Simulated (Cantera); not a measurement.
## Thermodynamics of silicon epitaxy and polysilicon growth, feed Si2Cl6 + HCl + H2 + Cl2

Input: 1 mol Si2Cl6, 0.52 mol HCl, 140 mol H2, 0.0085 mol Cl2, at 0.0760 bar.

Equilibrium computed with Cantera from the NASA thermochemical tables; the gas is ideal and each condensed phase is pure. Candidate condensed phases: Si; 19 gas species. The feed counts by its element totals alone. The tables' values for SiCl3 are old estimates; treat these amounts as uncertain. Equilibrium is a limit: real reactors are often held back by kinetics, nucleation or transport.

From 950 K to 1200 K the condensed part is Si(s). The main Si-bearing gas is SiCl4 at 950 K and SiCl2 at 1200 K. The share of Si in condensed phases is highest at 1200 K (61.8 %) and lowest at 950 K (22.9 %).

```tsv
T (K)	x H2	x HCl	x SiCl4	x SiHCl3	x SiCl2	x SiCl3	x SiH2Cl2	n Si(s)
950	0.982	0.00736	0.00645	0.00395	8.43e-5	0.000128	0.000245	0.459
975	0.980	0.00912	0.00609	0.00375	0.000137	0.000172	0.000241	0.523
1000	0.979	0.0111	0.00568	0.00352	0.000215	0.000225	0.000235	0.596
1025	0.977	0.0134	0.00520	0.00327	0.000327	0.000285	0.000228	0.675
1050	0.975	0.0158	0.00467	0.00299	0.000480	0.000352	0.000218	0.760
1075	0.973	0.0184	0.00409	0.00268	0.000683	0.000420	0.000205	0.849
1100	0.971	0.0212	0.00347	0.00235	0.000938	0.000484	0.000191	0.938
1125	0.969	0.0239	0.00286	0.00202	0.00124	0.000537	0.000174	1.02
1150	0.967	0.0265	0.00226	0.00168	0.00159	0.000573	0.000156	1.11
1175	0.965	0.0288	0.00171	0.00135	0.00196	0.000587	0.000137	1.18
1200	0.964	0.0309	0.00125	0.00106	0.00233	0.000576	0.000118	1.24
```
x: gas mole fraction; n: condensed amount in mol.
